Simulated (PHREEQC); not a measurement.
Na2CO3 is added in steps, without added water, to 1 kg of water holding 0.00099 mol/kgw CuSO4, 0.00019 mol/kgw HCl and 0.00039 mol/kgw FeCl3, at 20 °C. Oxygen alone is held at its pressure in air (log pO2 = -0.68). No CO2 enters from the air. Only these solids could form: Fe(OH)3(a), Cu(OH)2, Malachite, Brochantite, Antlerite, Atacamite, Jarosite-Na, Halite, Mirabilite, Chalcanthite, Nahcolite, Natron.

Base run: PHREEQC, ion-association model, wateq4f.dat. Each further column changes one thing. The table gives pH.

```json
[
 {"Na2CO3 added (mol)": "0", "base": "3.25", "all activity coefficients set to 1": "3.23", "Davies equation for every ion": "3.25", "Debye-Hückel limiting law": "3.25", "metal-ligand complexes left out": "3.19"},
 {"Na2CO3 added (mol)": "0.0004125", "base": "3.51", "all activity coefficients set to 1": "3.49", "Davies equation for every ion": "3.51", "Debye-Hückel limiting law": "3.52", "metal-ligand complexes left out": "3.48"},
 {"Na2CO3 added (mol)": "0.001238", "base": "5.49", "all activity coefficients set to 1": "5.44", "Davies equation for every ion": "5.49", "Debye-Hückel limiting law": "5.49", "metal-ligand complexes left out": "5.47"},
 {"Na2CO3 added (mol)": "0.00165", "base": "5.72", "all activity coefficients set to 1": "5.70", "Davies equation for every ion": "5.73", "Debye-Hückel limiting law": "5.73", "metal-ligand complexes left out": "5.70"},
 {"Na2CO3 added (mol)": "0.002475", "base": "6.99", "all activity coefficients set to 1": "7.02", "Davies equation for every ion": "6.98", "Debye-Hückel limiting law": "6.98", "metal-ligand complexes left out": "6.99"},
 {"Na2CO3 added (mol)": "0.002887", "base": "8.58", "all activity coefficients set to 1": "8.67", "Davies equation for every ion": "8.58", "Debye-Hückel limiting law": "8.57", "metal-ligand complexes left out": "8.60"},
 {"Na2CO3 added (mol)": "0.003713", "base": "9.65", "all activity coefficients set to 1": "9.70", "Davies equation for every ion": "9.64", "Debye-Hückel limiting law": "9.64", "metal-ligand complexes left out": "9.65"},
 {"Na2CO3 added (mol)": "0.004125", "base": "9.70", "all activity coefficients set to 1": "9.76", "Davies equation for every ion": "9.70", "Debye-Hückel limiting law": "9.69", "metal-ligand complexes left out": "9.71"},
 {"Na2CO3 added (mol)": "0.00495", "base": "9.86", "all activity coefficients set to 1": "9.98", "Davies equation for every ion": "9.86", "Debye-Hückel limiting law": "9.84", "metal-ligand complexes left out": "9.89"},
 {"Na2CO3 added (mol)": "0.005363", "base": "9.95", "all activity coefficients set to 1": "10.07", "Davies equation for every ion": "9.95", "Debye-Hückel limiting law": "9.93", "metal-ligand complexes left out": "9.99"},
 {"Na2CO3 added (mol)": "0.006188", "base": "10.08", "all activity coefficients set to 1": "10.21", "Davies equation for every ion": "10.08", "Debye-Hückel limiting law": "10.05", "metal-ligand complexes left out": "10.12"},
 {"Na2CO3 added (mol)": "0.0066", "base": "10.13", "all activity coefficients set to 1": "10.26", "Davies equation for every ion": "10.13", "Debye-Hückel limiting law": "10.10", "metal-ligand complexes left out": "10.17"}
]
```

The database's constant for dissolved Cu(OH)2 is higher than later reviews accept.
